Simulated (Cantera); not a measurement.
Input: 1 mol Al, 0.43 mol Br2, 17 mol N2, at 75.0 Torr.

Cantera equilibrium calculation (NASA polynomials, part measured and part estimated; ideal gas, pure solids and liquids). Candidate condensed phases: Al, AlBr3, AlN, Br2; 10 gas species. The numbers say what is thermodynamically allowed, not how fast it happens. All values below are at 548 K.

Base state: N2 0.989, Al2Br6 0.00582, AlBr3 0.00540 (mole fractions); condensed: AlN(s).

### Question
What changes in the equilibrium state with this change: pressure from 75.0 Torr to 7.50 Torr?

### Answer
```tsv
species	before	after
N2	0.989	0.986
AlBr3	0.00540	0.0116
Al2Br6	0.00582	0.00269
AlN(s), mol	0.713	0.713
```
